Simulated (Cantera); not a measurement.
A Cantera script and its output.

```python
import numpy as np
import cantera as ct

gas = ct.Solution("gri30.yaml")


def delay(T, t_max=10):
    gas.TPX = T, 100000, {'CH4': 1, 'O2': 4.55, 'N2': 17.1}
    reactor = ct.IdealGasConstPressureReactor(gas, clone=False)
    net = ct.ReactorNet([reactor])
    net.rtol, net.atol = 1e-8, 1e-16
    while net.time < t_max:
        t_old, T_old = net.time, reactor.T
        net.step()
        if reactor.T > T + 400:  # ignition: a rise of 400 K
            return t_old + (T + 400 - T_old) / (reactor.T - T_old) * (net.time - t_old)
    return np.nan


taus = []
for T in [1000, 1050, 1100, 1150, 1200, 1250, 1300, 1350, 1400]:
    taus.append(delay(T))
    print(f"T0 = {T:6g} K   tau = {taus[-1]:.4e} s")
```

Result:

```
T0 =   1000 K   tau = 7.3398e-01 s
T0 =   1050 K   tau = 3.0790e-01 s
T0 =   1100 K   tau = 1.3543e-01 s
T0 =   1150 K   tau = 6.2190e-02 s
T0 =   1200 K   tau = 2.9784e-02 s
T0 =   1250 K   tau = 1.4876e-02 s
T0 =   1300 K   tau = 7.7539e-03 s
T0 =   1350 K   tau = 4.2233e-03 s
T0 =   1400 K   tau = 2.4079e-03 s
```

Model: GRI-Mech 3.0 (53 species, 325 reactions), integrated in Cantera.
